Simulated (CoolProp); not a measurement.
Vapour pressure (MPa) of carbonyl sulfide: the reference equation beside estimates from Tc = 378.8 K, pc = 6.369 MPa, ω = 0.098.

Computed with CoolProp (reference Helmholtz-energy equation of state, Lemmon 2006). It is a short technical equation, of lower accuracy than the large ones.

```csv
T (K),reference,Lee-Kesler,Redlich-Kwong,Soave-Redlich-Kwong
270.9,0.6079,0.6083,0.6659,0.6086
274.1,0.6689,0.6696,0.7327,0.6703
277.3,0.7343,0.7353,0.8041,0.7365
280.6,0.8065,0.8079,0.8828,0.8097
283.8,0.8814,0.8831,0.9641,0.8856
287,0.9613,0.9634,1.051,0.9668
290.3,1.049,1.051,1.145,1.056
293.5,1.140,1.142,1.243,1.148
296.7,1.236,1.239,1.346,1.246
300,1.341,1.344,1.458,1.353
303.2,1.449,1.453,1.573,1.463
```

Absolute difference from the reference over all 11 rows, mean and median: Lee-Kesler 0.2 and 0.2 %, Redlich-Kwong 9.2 and 9.3 %, Soave-Redlich-Kwong 0.6 and 0.6 %.
